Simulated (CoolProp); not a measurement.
Fluorine along the isotherm 148.7 K: density (kg/m³) from the reference equation and from simpler models built on Tc = 144.4 K, pc = 5.240 MPa, ω = 0.045; each cubic takes its own stable root.

Model: reference Helmholtz-energy equation of state, de Reuck 1990, in CoolProp.

| p (MPa) | phase | reference |
|---|---|---|
| 0.714 | gas | 22.91 |
| 1.43 | gas | 48.18 |
| 2.14 | gas | 76.21 |
| 2.86 | gas | 108.7 |
| 3.57 | gas | 146.5 |
| 4.29 | gas | 194.2 |
| 5 | gas | 258.4 |
| 5.72 | supercritical | 373.3 |
| 6.43 | supercritical | 673.4 |
| 7.14 | supercritical | 796.7 |
| 7.86 | supercritical | 852.2 |

### Question
How far does each simpler model (ideal gas, Redlich-Kwong, Soave-Redlich-Kwong, Peng-Robinson) lie from the reference over these 11 states: mean and median of the absolute difference, and the worst?

### Answer
- ideal gas: mean 37.4 %, median 32.1 %, worst -72.5 % at 148.7 K and 7.14 MPa
- Redlich-Kwong: mean 3.2 %, median 0.3 %, worst -11.7 % at 148.7 K and 7.14 MPa
- Soave-Redlich-Kwong: mean 3.5 %, median 0.3 %, worst -12.3 % at 148.7 K and 7.14 MPa
- Peng-Robinson: mean 3.2 %, median 3.4 %, worst -5.3 % at 148.7 K and 6.43 MPa
